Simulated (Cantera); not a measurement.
A closed system holds: 1 mol CH2F2, 0.065 mol H2, held at 402 °C and 40.0 Pa.

Cantera equilibrium calculation (NASA polynomials, part measured and part estimated; ideal gas, pure solids and liquids). Candidate condensed phases: C, C6H6, C7H8, C8H18; 95 gas species. The numbers say what is thermodynamically allowed, not how fast it happens.

Base state: HF 0.969, H2 0.0315 (mole fractions); condensed: C(graphite).

What changes in the equilibrium state with this change: temperature from 402 °C to 2002 °C?


```json
[
 {"species": "HF", "before": "0.969", "after": "0.941"},
 {"species": "H", "before": "<1e-9", "after": "0.0441"},
 {"species": "H2", "before": "0.0315", "after": "0.0108"},
 {"species": "F", "before": "<1e-9", "after": "0.00422"},
 {"species": "CF", "before": "<1e-9", "after": "6.41e-5"},
 {"species": "C(graphite), mol", "before": "1.000", "after": "0.999"}
]
```
